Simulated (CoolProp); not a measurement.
Values from CoolProp's reference Helmholtz-energy equation of state, Setzmann 1991.

Give the vapour pressure (bar), enthalpy of vaporisation (kJ/kg), vapour Z of saturated methane at -115.25 °C.


```json
[
 {"T (°C)": "-115.25", "p (bar)": "14.6", "enthalpy of vaporisation (kJ/kg)": "382", "vapour Z": "0.771"}
]
```
